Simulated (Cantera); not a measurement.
Mixture: CH₄ : CO : O₂ : N₂ = 1 : 0.034 : 4.38 : 16.5 (molar parts), equivalence ratio 0.46, at 63000 Pa, adiabatic and at constant pressure. Ignition delay is the time to a rise of 400 K.

Model: GRI-Mech 3.0 (53 species, 325 reactions), integrated in Cantera.

Question: Predict: delay at 1098 K; delay at 1298 K; delay at 1498 K; delay at 1698 K; delay at 1898 K; apparent activation energy between 1698 and 1898 K.

Answer: 
```json
{
  "delay at 1098 K": "0.220 s",
  "delay at 1298 K": "11.6 ms",
  "delay at 1498 K": "1.35 ms",
  "delay at 1698 K": "0.308 ms",
  "delay at 1898 K": "0.102 ms",
  "apparent activation energy between 1698 and 1898 K": "150 kJ/mol"
}
```
